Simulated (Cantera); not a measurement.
A perfectly stirred reactor is fed with 11.7 % CH3OH, 18.5 % O2, 69.7 % N2, equivalence ratio 0.95, at 5.00 bar; it is adiabatic with a 750 K inlet, and is followed from long to short residence time, starting on the burning branch (τ in s: 0.048, 0.017, 0.0061, 0.0022, 0.00076, 0.00027, 9.6e-05, 3.4e-05, 1.2e-05).

Computed with Cantera and GRI-Mech 3.0 (53 species, 325 reactions). GRI-Mech 3.0 was tuned for natural gas; its chemistry of methanol as a main component is partial and can be far from experiment.

Predict: blow-out, bracketed by the residence times tried; x(CH3OH) at τ = 48.0 ms; x(O2) at τ = 48.0 ms; x(NO) at τ = 48.0 ms; x(CH3OH) at τ = 0.760 ms; x(O2) at τ = 0.760 ms; x(NO) at τ = 0.760 ms; x(CH2CO) at τ = 0.760 ms.


| Item | Value |
|---|---|
| blow-out, bracketed by the residence times tried | burning at 12.0 µs, the shortest tried |
| x(CH3OH) at τ = 48.0 ms | 2.43e-7 |
| x(O2) at τ = 48.0 ms | 0.0129 |
| x(NO) at τ = 48.0 ms | 0.00414 |
| x(CH3OH) at τ = 0.760 ms | 1.10e-5 |
| x(O2) at τ = 0.760 ms | 0.0179 |
| x(NO) at τ = 0.760 ms | 0.000553 |
| x(CH2CO) at τ = 0.760 ms | 4.38e-9 |
